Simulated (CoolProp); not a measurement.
Chlorine along the isotherm 358.2 K: fugacity coefficient from the reference equation and from simpler models built on Tc = 416.9 K, pc = 7642 kPa, ω = 0.070; each cubic takes its own stable root.

Values from CoolProp's reference Helmholtz-energy equation of state, Thol 2021.

```
p (kPa)   phase  reference  van der Waals  Redlich-Kwong  Soave-Redlich-Kwong  Peng-Robinson
-------  ------  ---------  -------------  -------------  -------------------  -------------
1150        gas     0.9222         0.9361         0.9219               0.9211         0.9151
2290        gas     0.8447         0.8726         0.8452               0.8436         0.8328
3440     liquid     0.6952         0.8074         0.7117               0.6949         0.6787
4590     liquid     0.5332         0.6921         0.5476               0.5346         0.5205
5730     liquid     0.4369         0.5746         0.4501               0.4393         0.4265
6880     liquid     0.3723         0.4958         0.3847               0.3753         0.3633
8020     liquid     0.3266         0.4402         0.3384               0.3301         0.3186
9170     liquid     0.2921         0.3985         0.3035               0.2960         0.2849
10300    liquid     0.2659         0.3668         0.2769               0.2700         0.2592
11500    liquid     0.2437         0.3402         0.2545               0.2481         0.2375
```

At some of these states van der Waals gives the other phase, because its saturation line lies elsewhere.
